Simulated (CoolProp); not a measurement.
The numbers come from the reference Helmholtz-energy equation of state, Gedanitz 2015 in CoolProp.

Task: For cyclopentane, give the phase and the Z, cv (kJ/(kg K)), Joule-Thomson coefficient (K/MPa), fugacity coefficient at 448.2 K and 3.97 MPa.

Result: 
- 448.2 K and 3.97 MPa: liquid; Z 0.132, cv 1.93, Joule-Thomson coefficient 0.199, fugacity coefficient 0.385
